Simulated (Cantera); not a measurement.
A Cantera script and what it prints.

```python
import numpy as np
import cantera as ct

gas_names = """
    CL CL2 H HCL H2 Sr SrCL SrCL2
""".split()
cond_names = """
    Sr(a) Sr(b) Sr(L) SrCL2(a) SrCL2(b) SrCL2(L)
""".split()


def load(file, names, dense=False):
    # The tables refer to 1 bar. Condensed volumes are neglected.
    table = {s.name: s for s in ct.Species.list_from_file(file)}
    out = []
    for n in names:
        d = dict(table[n].input_data)
        d["thermo"] = dict(d["thermo"], **{"reference-pressure": 1e5})
        if dense:
            d["equation-of-state"] = {"model": "constant-volume", "density": "1e6 g/cm^3"}
        out.append(ct.Species.from_dict(d))
    return out


gas = ct.Solution(thermo="ideal-gas", species=load("nasa_gas.yaml", gas_names))
cond = {s.name: ct.Solution(thermo="fixed-stoichiometry", species=[s], name=s.name)
        for s in load("nasa_condensed.yaml", cond_names, dense=True)}
atoms = {
    'SrCl2': {'Sr': 1, 'CL': 2},
    'H2': {'H': 2},
}
top_T = {}  # K; cautious upper limits of use, not melting points


def equilibrate(T, P, feed):
    n = {}
    for name, mol in feed.items():
        for a, k in atoms[name].items():
            n[a] = n.get(a, 0.0) + k * mol
    gas.TPX = T, P, n
    mass = sum(n.values()) * gas.mean_molecular_weight
    gas.equilibrate("TP")
    valid = [c for c in cond.values() if c.min_temp <= T <= top_T.get(c.name, c.max_temp)]
    mix = ct.Mixture([(gas, mass / gas.mean_molecular_weight)] + [(c, 0.0) for c in valid])
    mix.T, mix.P = T, P
    mix.equilibrate("TP", solver="vcs", rtol=1e-11, max_steps=5000)
    return mix


results = []
feed = {'SrCl2': 1, 'H2': 0.15}  # mol
T = 2273  # K
for P in [0.1, 1.6, 25, 400, 6300, 100000]:
    mix = equilibrate(T, P, feed)
    results.append((T, P, feed, dict(zip(mix.species_names, mix.species_moles))))

top = {s: max(r[3][s] / sum(r[3][g] for g in gas_names) for r in results) for s in gas_names}
cols = sorted((s for s in top if top[s] > 0.0001), key=lambda s: -top[s])[:5]
seen = [c for c in cond_names if any(r[3].get(c, 0) > 1e-12 for r in results)]
print("log10 of partial pressures in bar; condensed amounts in mol")
print(f"{'P/Pa':>10s}" + "".join(f"{s[:9]:>10s}" for s in cols + seen))
for T, P, feed, n in results:
    ng = sum(n[g] for g in gas_names)
    print(f"{P:10.4g}" + "".join(f"{np.log10(max(n[s] / ng * P / 1e5, 1e-99)):10.3f}" for s in cols)
          + "".join(f"{n.get(c, 0):10.4g}" for c in seen))
```

Result:

```
log10 of partial pressures in bar; condensed amounts in mol
      P/Pa     SrCL2        CL        Sr        H2         H  SrCL2(L)
       0.1    -8.591    -6.224    -6.537    -9.923    -7.037         0
       1.6    -5.542    -5.175    -5.586    -7.325    -5.738         0
        25    -3.831    -4.575    -5.076    -5.080    -4.616         0
       400    -2.515    -4.194    -4.522    -3.493    -3.822         0
      6300    -1.285    -3.890    -3.899    -2.166    -3.159         0
     1e+05    -0.137    -3.698    -3.135    -0.629    -2.390    0.5437
```

These are equilibrium values from Cantera (NASA tables, ideal gas, pure condensed phases), not measurements of a reactor.
